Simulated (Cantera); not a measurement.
## Stirred combustor or abatement burner

A perfectly stirred reactor is fed with 23.5 % H₂, 12.5 % O₂, 64.0 % N₂, equivalence ratio 0.94, at 15.0 bar; it is adiabatic with a 450 K inlet, and is followed from long to short residence time, starting on the burning branch (τ in s: 0.23, 0.092, 0.036, 0.014, 0.0057, 0.0023, 0.0009, 0.00036, 0.00014, 5.6e-05, 2.2e-05, 8.8e-06, 3.5e-06).

Detailed kinetics in Cantera: the H2/O2 subset of GRI-Mech 3.0, which has no nitrogen chemistry. The hydrogen kinetics of GRI-Mech 3.0 are dated; newer H2 mechanisms differ, most at raised pressure. The pressure lies above the range GRI-Mech 3.0 was tuned for (to about 10 atm).

```csv
τ (s),T (K),x H₂,x O₂,x H₂O₂,x H₂O,x O,x HO₂,x H
0.23,2205,0.000923,0.00796,3.17e-7,0.265,6.53e-5,1.67e-6,4.63e-5
0.092,2205,0.000946,0.00797,3.20e-7,0.264,6.62e-5,1.69e-6,4.78e-5
0.036,2204,0.00100,0.00799,3.29e-7,0.264,6.85e-5,1.76e-6,5.15e-5
0.014,2203,0.00115,0.00805,3.50e-7,0.264,7.43e-5,1.93e-6,6.10e-5
0.0057,2200,0.00145,0.00816,3.93e-7,0.264,8.67e-5,2.31e-6,8.24e-5
0.0023,2195,0.00204,0.00838,4.81e-7,0.263,0.000113,3.14e-6,0.000131
0.00090,2185,0.00315,0.00882,6.43e-7,0.261,0.000164,4.97e-6,0.000242
0.00036,2169,0.00489,0.00954,8.94e-7,0.259,0.000253,8.53e-6,0.000467
0.00014,2144,0.00761,0.0107,1.27e-6,0.255,0.000412,1.55e-5,0.000925
5.6e-5,2108,0.0114,0.0124,1.74e-6,0.250,0.000672,2.78e-5,0.00177
2.2e-5,2054,0.0166,0.0150,2.36e-6,0.242,0.00110,4.96e-5,0.00331
8.8e-6,1978,0.0237,0.0186,3.14e-6,0.232,0.00173,8.63e-5,0.00584
3.5e-6,1868,0.0347,0.0245,4.40e-6,0.217,0.00246,0.000152,0.00949
```
x: mole fraction; the columns are a selection and need not sum to one.
